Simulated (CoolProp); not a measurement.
The numbers come from the reference Helmholtz-energy equation of state, Schmidt 1985 in CoolProp.

Q: Give the vapour pressure (bar), vapour density (kg/m³), liquid viscosity (µPa s) of saturated oxygen at -158.35 °C.

A: 
```tsv
T (°C)	p (bar)	vapour density (kg/m³)	liquid viscosity (µPa s)
-158.35	7.46	28.9	109
```

Viscosity comes from a separate model (Lemmon 2004).
